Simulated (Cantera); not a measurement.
A closed system holds: 1 mol Si3N4, 0.26 mol N2, held at 1425 °C.

Equilibrium computed with Cantera from the NASA thermochemical tables; the gas is ideal and each condensed phase is pure. Candidate condensed phases: Si, Si3N4; 7 gas species. The tables' values for SiN are old estimates; treat these amounts as uncertain. Rates play no part.

log p: log10 of the partial pressure in bar; n: condensed amount in mol.

```csv
P (Pa),log p N2,log p Si,log p Si2,log p Si2N,log p SiN,n Si(l),n Si3N4(s)
1,-5.03,-6.18,-8.54,-8.65,-8.91,2.84,0
16,-3.80,-6.18,-8.54,-8.04,-8.30,2.99,0
250,-2.60,-6.33,?,-7.74,-7.85,0,1.000
4000,-1.40,-7.13,?,-8.74,-8.05,0,1.00
63000,-0.20,-7.93,?,-9.74,-8.25,0,1.00
1000000,1.00,-8.73,<-11,-10.74,-8.45,0,1.00
```

**Question.** Some entries are withheld; supply them.

**Answer.** 
- 250, log p Si2: -8.84
- 4000, log p Si2: -10.44
- 63000, log p Si2: -12.04
